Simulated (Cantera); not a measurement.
**Equilibrium for halide evaporation, hydrolysis and transport: CuF2 + O2 + N2 + HF + H2O**

Feed: 1 mol CuF2, 1.4 mol O2, 42 mol N2, 4.3 mol HF, 0.0015 mol H2O, at 75.0 Torr.

Equilibrium computed with Cantera from the NASA thermochemical tables; the gas is ideal and each condensed phase is pure. Candidate condensed phases: Cu, CuF2, CuO, Cu(OH)2, Cu2O, H2O; 45 gas species. Equilibrium is a limit: real reactors are often held back by kinetics, nucleation or transport.

At 750 K the condensed part is CuF2(s). From 850 K to 950 K the condensed part is CuF2(s) + CuO(s). At 1050 K the condensed part is CuF2(s). At 1150 K the condensed part is CuF2(l). From 1250 K to 2050 K nothing is condensed.

```tsv
T (K)	log p N2	log p HF	log p O2	log p CuF2	log p F	log p CuF	n CuF2(s)	n CuO(s)	n CuF2(l)
750	-1.06	-2.05	-2.53	-9.40	<-13	-11.88	1.00	0	0
850	-1.06	-2.05	-2.53	-7.28	-12.55	-8.95	1.000	0.000304	0
950	-1.06	-2.04	-2.53	-5.62	-10.80	-6.87	0.998	0.00108	0
1050	-1.06	-2.05	-2.53	-4.29	-9.34	-5.24	0.973	0	0
1150	-1.06	-2.05	-2.53	-3.31	-6.94	-5.20	0	0	0.761
1250	-1.06	-2.05	-2.54	-2.69	-5.33	-4.97	0	0	0
1350	-1.06	-2.05	-2.54	-2.69	-4.69	-4.57	0	0	0
1450	-1.06	-2.05	-2.54	-2.70	-4.20	-4.16	0	0	0
1550	-1.07	-2.05	-2.55	-2.72	-3.81	-3.79	0	0	0
1650	-1.07	-2.06	-2.55	-2.77	-3.48	-3.48	0	0	0
1750	-1.07	-2.06	-2.55	-2.85	-3.22	-3.21	0	0	0
1850	-1.07	-2.06	-2.56	-2.98	-3.01	-3.01	0	0	0
1950	-1.07	-2.06	-2.57	-3.18	-2.87	-2.86	0	0	0
2050	-1.07	-2.06	-2.58	-3.45	-2.78	-2.78	0	0	0
```
log p: log10 of the partial pressure in bar; n: condensed amount in mol.
